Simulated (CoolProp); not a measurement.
Computed with CoolProp (reference Helmholtz-energy equation of state, Thol 2016).

**Question.** Give the vapour pressure (MPa), liquid density (kg/m³), enthalpy of vaporisation (kJ/kg), vapour Z of saturated R1234ze(E) at -72.55, -48.65 °C.

**Answer.** 
| T (°C) | p (MPa) | liquid density (kg/m³) | enthalpy of vaporisation (kJ/kg) | vapour Z |
|---|---|---|---|---|
| -72.55 | 0.00456 | 1430 | 225 | 0.996 |
| -48.65 | 0.0227 | 1370 | 212 | 0.986 |
